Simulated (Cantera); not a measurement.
A perfectly stirred reactor is fed with 22.7 % H2, 16.2 % O2, 61.1 % N2, at 1.01 bar; it is adiabatic with a 498 K inlet, and is followed from long to short residence time, starting on the burning branch (τ in s: 0.031, 0.013, 0.0057, 0.0024, 0.001, 0.00045, 0.00019, 8.3e-05, 3.6e-05).

Model: the H2/O2 subset of GRI-Mech 3.0, which has no nitrogen chemistry, integrated in Cantera.

x: mole fraction; the columns are a selection and need not sum to one.

```csv
τ (s),T (K),x H2,x O2,x H,x H2O2,x OH
0.031,2156,0.00155,0.0537,0.000276,1.88e-7,0.00590
0.013,2144,___,0.0536,___,2.02e-7,___
0.0057,2124,0.00339,0.0535,0.000905,2.34e-7,0.00833
0.0024,2087,0.00549,0.0537,0.00193,2.97e-7,0.0102
0.0010,2028,0.00874,0.0543,0.00413,4.04e-7,0.0121
0.00045,1950,0.0127,0.0555,0.00783,5.71e-7,0.0134
0.00019,1836,___,0.0577,___,___,0.0137
8.3e-5,1700,0.0233,0.0611,0.0233,1.71e-6,0.0126
3.6e-5,1539,0.0320,0.0674,0.0336,3.54e-6,0.0103
```

### Question
Fill in the missing entries.

### Answer

- 0.013, x H2: 0.00221
- 0.013, x H: 0.000469
- 0.013, x OH: 0.00690
- 0.00019, x H2: 0.0177
- 0.00019, x H: 0.0143
- 0.00019, x H2O2: 9.28e-7
